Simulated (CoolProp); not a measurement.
A single-stage vapour-compression cycle with cis-2-butene: evaporating at 322.15 K (dew point), condensing at 363.15 K (bubble point), superheat 0 K, subcooling 8 K, compressor efficiency 0.85, no pressure losses. Each further row changes one setting.

Model: reference Helmholtz-energy equation of state, Lemmon 2005, in CoolProp. It is a short technical equation, of lower accuracy than the large ones.

```json
[
 {"case": "as stated", "cooling COP": "5.78", "pressure ratio": "2.66", "discharge temperature (K)": "365.0", "refrigerating effect (kJ/kg)": "284", "volumetric capacity (kJ/m³)": "2890"},
 {"case": "evaporating temperature 327.15 K", "cooling COP": "6.83", "pressure ratio": "2.33", "discharge temperature (K)": "364.6", "refrigerating effect (kJ/kg)": "289", "volumetric capacity (kJ/m³)": "3360"},
 {"case": "condensing temperature 358.15 K", "cooling COP": "6.77", "pressure ratio": "2.39", "discharge temperature (K)": "360.0", "refrigerating effect (kJ/kg)": "297", "volumetric capacity (kJ/m³)": "3030"},
 {"case": "subcooling 13 K", "cooling COP": "6.04", "pressure ratio": "2.66", "discharge temperature (K)": "365.0", "refrigerating effect (kJ/kg)": "297", "volumetric capacity (kJ/m³)": "3030"},
 {"case": "superheat 10 K", "cooling COP": "5.84", "pressure ratio": "2.66", "discharge temperature (K)": "374.4", "refrigerating effect (kJ/kg)": "301", "volumetric capacity (kJ/m³)": "2940"},
 {"case": "compressor efficiency 0.75", "cooling COP": "5.10", "pressure ratio": "2.66", "discharge temperature (K)": "368.1", "refrigerating effect (kJ/kg)": "284", "volumetric capacity (kJ/m³)": "2890"}
]
```
